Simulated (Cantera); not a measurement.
A freely propagating, adiabatic, planar premixed flame of 53.2 % H₂, 9.84 % O₂, 37.0 % N₂, equivalence ratio 2.7, unburnt at 350 K and 7200 Torr; mixture-averaged transport, grid criteria slope 0.08 and curve 0.16, no radiation.

Detailed kinetics in Cantera: the H2/O2 subset of GRI-Mech 3.0, which has no nitrogen chemistry. The hydrogen kinetics of GRI-Mech 3.0 are dated; newer H2 mechanisms differ, most at raised pressure. Burning velocities carry a grid error of a few per cent, more on coarse grids.

x: mole fraction of selected species; z is measured from the peak of heat release.

```json
[
 {"z (mm)": "-0.0859", "T (K)": "350", "u (m/s)": "2.20", "x H₂": "0.532", "x O₂": "0.0984", "x O": "<1e-8", "x H": "<1e-8", "x H₂O": "1.96e-7", "x H₂O₂": "<1e-8"},
 {"z (mm)": "-0.0573", "T (K)": "351", "u (m/s)": "2.20", "x H₂": "0.531", "x O₂": "0.0984", "x O": "<1e-8", "x H": "<1e-8", "x H₂O": "3.15e-6", "x H₂O₂": "1.87e-8"},
 {"z (mm)": "-0.0430", "T (K)": "353", "u (m/s)": "2.21", "x H₂": "0.530", "x O₂": "0.0986", "x O": "<1e-8", "x H": "<1e-8", "x H₂O": "1.99e-5", "x H₂O₂": "1.32e-7"},
 {"z (mm)": "-0.0286", "T (K)": "375", "u (m/s)": "2.33", "x H₂": "0.525", "x O₂": "0.0997", "x O": "6.66e-8", "x H": "<1e-8", "x H₂O": "0.000450", "x H₂O₂": "3.83e-6"},
 {"z (mm)": "-0.0143", "T (K)": "…", "u (m/s)": "3.54", "x H₂": "0.492", "x O₂": "0.0995", "x O": "6.35e-6", "x H": "2.39e-5", "x H₂O": "0.0148", "x H₂O₂": "0.000119"},
 {"z (mm)": "-0.00716", "T (K)": "…", "u (m/s)": "5.47", "x H₂": "0.456", "x O₂": "0.0837", "x O": "8.62e-5", "x H": "0.00136", "x H₂O": "0.0555", "x H₂O₂": "0.000174"},
 {"z (mm)": "0", "T (K)": "…", "u (m/s)": "7.39", "x H₂": "0.417", "x O₂": "0.0564", "x O": "0.000311", "x H": "0.00668", "x H₂O": "0.112", "x H₂O₂": "6.82e-5"},
 {"z (mm)": "0.00716", "T (K)": "1526", "u (m/s)": "8.67", "x H₂": "0.386", "x O₂": "0.0303", "x O": "0.000389", "x H": "0.0132", "x H₂O": "0.161", "x H₂O₂": "1.12e-5"},
 {"z (mm)": "0.0143", "T (K)": "1650", "u (m/s)": "9.38", "x H₂": "0.369", "x O₂": "0.0140", "x O": "0.000261", "x H": "0.0169", "x H₂O": "0.191", "x H₂O₂": "3.23e-6"},
 {"z (mm)": "0.0286", "T (K)": "1751", "u (m/s)": "9.94", "x H₂": "0.358", "x O₂": "0.00285", "x O": "7.44e-5", "x H": "0.0171", "x H₂O": "0.212", "x H₂O₂": "9.05e-7"},
 {"z (mm)": "0.0573", "T (K)": "1814", "u (m/s)": "10.3", "x H₂": "0.359", "x O₂": "0.000224", "x O": "1.72e-5", "x H": "0.0127", "x H₂O": "0.218", "x H₂O₂": "1.69e-7"},
 {"z (mm)": "0.115", "T (K)": "1856", "u (m/s)": "10.5", "x H₂": "0.362", "x O₂": "7.70e-6", "x O": "5.60e-6", "x H": "0.00764", "x H₂O": "0.219", "x H₂O₂": "4.21e-8"},
 {"z (mm)": "0.229", "T (K)": "1882", "u (m/s)": "10.6", "x H₂": "0.364", "x O₂": "6.28e-7", "x O": "1.67e-6", "x H": "0.00411", "x H₂O": "0.220", "x H₂O₂": "1.32e-8"}
]
```

**Question.** Fill in the missing entries.

**Answer.** 
- -0.0143, T (K): 598
- -0.00716, T (K): 950
- 0, T (K): 1299
